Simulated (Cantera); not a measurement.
Charge: 1 mol SiCl₄, 7.9 mol H₂, at 948 K and 10.0 mbar.

Cantera equilibrium calculation (NASA polynomials, part measured and part estimated; ideal gas, pure solids and liquids). Candidate condensed phases: Si; 19 gas species. The tables' values for SiCl₃ are old estimates; treat these amounts as uncertain. The numbers say what is thermodynamically allowed, not how fast it happens.

Base state: H₂ 0.866, SiCl₄ 0.0926, HCl 0.0219, SiHCl₃ 0.0165, SiCl₃ 0.00152, SiCl₂ 0.000844, SiH₂Cl₂ 0.000297 (mole fractions); condensed: Si(s).

Question: What changes in the equilibrium state with this change: H₂ from 7.9 to 910 mol?

Answer: 
| species | before | after |
|---|---|---|
| H₂ | 0.866 | 0.996 |
| HCl | 0.0219 | 0.00382 |
| SiHCl₃ | 0.0165 | 7.57e-5 |
| SiCl₄ | 0.0926 | 6.45e-5 |
| SiCl₃ | 0.00152 | 6.52e-6 |
| SiCl₂ | 0.000844 | 2.23e-5 |
| SiH₂Cl₂ | 0.000297 | 9.01e-6 |
| Si(s), mol | 0.00366 | 0.837 |

Question: What changes in the equilibrium state with this change: SiCl₄ replaced by Si₂H₆?

Answer: 
```tsv
species	before	after
H₂	0.866	1.00
SiCl₄	0.0926	0
HCl	0.0219	0
SiHCl₃	0.0165	0
SiCl₃	0.00152	0
SiCl₂	0.000844	0
Si(s), mol	0.00366	2.00
```
The feed counts by its element totals alone.

Question: What changes in the equilibrium state with this change: temperature from 948 K to 1125 K?

Answer: 
```
species       before     after
----------  --------  --------
H₂             0.866     0.817
HCl           0.0219    0.0796
SiCl₄         0.0926    0.0653
SiCl₂       0.000844    0.0164
SiHCl₃        0.0165    0.0117
SiCl₃        0.00152   0.00933
SiH₂Cl₂     0.000297  0.000255
Si(s), mol   0.00366    0.0578
```
